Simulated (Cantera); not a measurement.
Input: 1 mol SiH4, 2 mol CH4, 2.4 mol H2, held at 1048 K and 0.160 bar.

These are equilibrium values from Cantera (NASA tables, ideal gas, pure condensed phases), not measurements of a reactor. Candidate condensed phases: C, C6H6, C7H8, C8H18, Si, SiC; 87 gas species. Kinetics and transport are ignored.

Base state: H2 0.991, CH4 0.00917 (mole fractions); condensed: C(graphite) + SiC(s).

Task: What changes in the equilibrium state with this change: temperature from 1048 K to 1923.15 K?

Result: 
| species | before | after |
|---|---|---|
| H2 | 0.991 | 0.997 |
| H | 1.92e-8 | 0.00235 |
| C2H2 (acetylene) | 3.90e-9 | 0.000451 |
| CH4 | 0.00917 | 8.35e-5 |
| C(graphite), mol | 0.924 | 0.992 |
| SiC(s), mol | 1.00 | 1.000 |
